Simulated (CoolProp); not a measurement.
A simple Rankine cycle with R236EA: condensing at 303.15 K, boiler at 0.976 MPa, turbine inlet 411 K, turbine efficiency 0.8, pump efficiency 0.8, no recuperator. Each further row changes one setting.

The numbers come from the reference Helmholtz-energy equation of state, Rui 2013 in CoolProp.

| case | thermal efficiency (%) | net work (kJ/kg) | heat in (kJ/kg) | turbine exit temperature (K) | volume ratio over the turbine |
|---|---|---|---|---|---|
| as stated | [?] | 21.6 | 249 | 382.0 | 4.02 |
| condensing temperature 295.15 K | [?] | [?] | 259 | 376.9 | 5.27 |
| boiler pressure 0.683 MPa | 6.6 | 16.6 | 252 | 390.2 | [?] |
| turbine efficiency 0.7 | 7.6 | 18.8 | 249 | [?] | [?] |

Some entries are withheld; supply them.


- as stated, thermal efficiency (%): 8.7
- condensing temperature 295.15 K, thermal efficiency (%): 10.0
- condensing temperature 295.15 K, net work (kJ/kg): 26.0
- boiler pressure 0.683 MPa, volume ratio over the turbine: 2.78
- turbine efficiency 0.7, turbine exit temperature (K): 384.8
- turbine efficiency 0.7, volume ratio over the turbine: 4.05
